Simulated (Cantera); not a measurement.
What does this Cantera script print?

```python
import numpy as np
import cantera as ct

gas = ct.Solution("gri30.yaml")
gas.TPX = 1575, 2666, {'C2H4': 1, 'H2': 5.3, 'H2O': 0.01}
reactor = ct.IdealGasConstPressureReactor(gas, energy="off", clone=False)
net = ct.ReactorNet([reactor])
net.rtol, net.atol = 1e-08, 1e-18
show = ['C2H4', 'H2', 'CH2', 'CH3', 'C2H']
times = np.geomspace(0.001, 2, 14)

steps = ct.SolutionArray(gas, extra=["t"])
rows = []
print(f"{'t/s':>10s}{'T/K':>9s}{'P/Pa':>11s}" + "".join(f"{s:>11s}" for s in show))
for t in times:
    while net.time < t:
        t_next = net.step()
        steps.append(gas.state, t=t_next)
    rows.append([np.interp(t, steps.t, y) for y in (steps.T, steps.P, *steps(*show).X.T)])
    print(f"{t:10.3e}{rows[-1][0]:9.1f}{rows[-1][1]:11.4g}" + "".join(f"{x:11.3e}" for x in rows[-1][2:]))
rate = np.gradient(steps.T, steps.t)
print("integrator steps:", len(steps.t))
if steps.T.max() > steps.T[0] + 200:
    print(f"time of steepest temperature rise: {steps.t[rate.argmax()]:.4e} s")
gas.TPX = 1575, 2666, {'C2H4': 1, 'H2': 5.3, 'H2O': 0.01}
gas.equilibrate("TP")
print(f"equilibrium (TP): T = {gas.T:.1f} K  " + "  ".join(f"{s} {gas[s].X[0]:.3e}" for s in show))
```

Result:

```
       t/s      T/K       P/Pa       C2H4         H2        CH2        CH3        C2H
 1.000e-03   1575.0       2666  1.573e-01  8.401e-01  5.833e-11  8.416e-10  3.658e-12
 1.794e-03   1575.0       2666  1.564e-01  8.402e-01  1.070e-10  2.000e-09  1.199e-11
 3.220e-03   1575.0       2666  1.546e-01  8.405e-01  1.939e-10  4.796e-09  3.975e-11
 5.778e-03   1575.0       2666  1.513e-01  8.409e-01  3.457e-10  1.114e-08  1.337e-10
 1.037e-02   1575.0       2666  1.449e-01  8.418e-01  5.843e-10  2.360e-08  4.451e-10
 1.860e-02   1575.0       2666  1.325e-01  8.435e-01  8.389e-10  4.167e-08  1.330e-09
 3.339e-02   1575.0       2666  1.107e-01  8.465e-01  9.071e-10  5.698e-08  3.131e-09
 5.991e-02   1575.0       2666  7.874e-02  8.509e-01  7.780e-10  6.976e-08  6.100e-09
 1.075e-01   1575.0       2666  4.106e-02  8.561e-01  5.735e-10  9.630e-08  1.151e-08
 1.929e-01   1575.0       2666  1.018e-02  8.603e-01  3.520e-10  1.831e-07  2.494e-08
 3.461e-01   1575.0       2666  5.237e-04  8.615e-01  3.254e-10  5.888e-07  7.800e-08
 6.211e-01   1575.0       2666  4.316e-04  8.614e-01  4.848e-10  9.828e-07  1.103e-07
 1.115e+00   1575.0       2666  4.313e-04  8.614e-01  5.603e-10  1.288e-06  1.110e-07
 2.000e+00   1575.0       2666  4.311e-04  8.614e-01  6.884e-10  1.818e-06  1.109e-07
integrator steps: 719
equilibrium (TP): T = 1575.0 K  C2H4 4.255e-04  H2 8.605e-01  CH2 4.299e-09  CH3 1.715e-05  C2H 1.087e-07
```

Computed with Cantera and GRI-Mech 3.0 (53 species, 325 reactions). GRI-Mech 3.0 was tuned for natural gas; its chemistry of ethylene as a main component is partial and can be far from experiment. GRI-Mech 3.0 stops at C3 and has no aromatics, soot or wall deposition, so with more carbon than oxygen in the feed, carbon stays in small species such as C2H2 where larger ones or solid carbon would form. Radical loss at walls, strong at low pressure, is not modelled.
